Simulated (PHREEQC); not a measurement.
A PHREEQC input (ion-association model, phreeqc.dat):

```
SOLUTION 1
  temp 20
  units mg/kgw
  pH 6.73
  pe 2.6
  Na 187
  K 57.6
  Ca 141
  Mg 16.8
  Cl 286
  S(6) 113 as SO4
  Alkalinity 448 as HCO3 charge
  B 1.32
END
USE solution 1
EQUILIBRIUM_PHASES 1
  CO2(g) -2.5 10
END
```

It stops with these messages:

```
ERROR: Alkalinity cannot be used with charge balance or solution phase boundary constraints.
ERROR: Program terminating due to input errors.
```

The fault: charge balance asked on alkalinity. The line should read `as HCO3` where the input has `as HCO3 charge`. With the mend the run ends at pH 8.06 and ionic strength 0.0218 mol/kgw.
